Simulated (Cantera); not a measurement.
A freely propagating, adiabatic, planar premixed flame of CO : H2 : O2 : N2 = 1 : 0.082 : 0.492 : 1.85 (molar parts), equivalence ratio 1.1, unburnt at 575 K and 1.10 bar; mixture-averaged transport, grid criteria slope 0.08 and curve 0.16, no radiation.

Model: GRI-Mech 3.0 (53 species, 325 reactions), integrated in Cantera. Burning velocities carry a grid error of a few per cent, more on coarse grids.

Question: What does this change do: inlet temperature 575 to 650 K?

Answer: 
```json
[
 {"quantity": "laminar burning velocity", "before": "151 cm/s", "after": "195 cm/s"},
 {"quantity": "thermal thickness", "before": "0.746 mm", "after": "0.801 mm"}
]
```

Question: What does this change do: inlet temperature 575 to 375 K?

Answer: 
```json
[
 {"quantity": "laminar burning velocity", "before": "151 cm/s", "after": "71.3 cm/s"},
 {"quantity": "thermal thickness", "before": "0.746 mm", "after": "0.633 mm"}
]
```

Question: What does this change do: N2 1.85 to 2.4 parts?

Answer: 
```
quantity                    before     after
------------------------  --------  --------
laminar burning velocity  151 cm/s  118 cm/s
thermal thickness         0.746 mm  0.830 mm
```
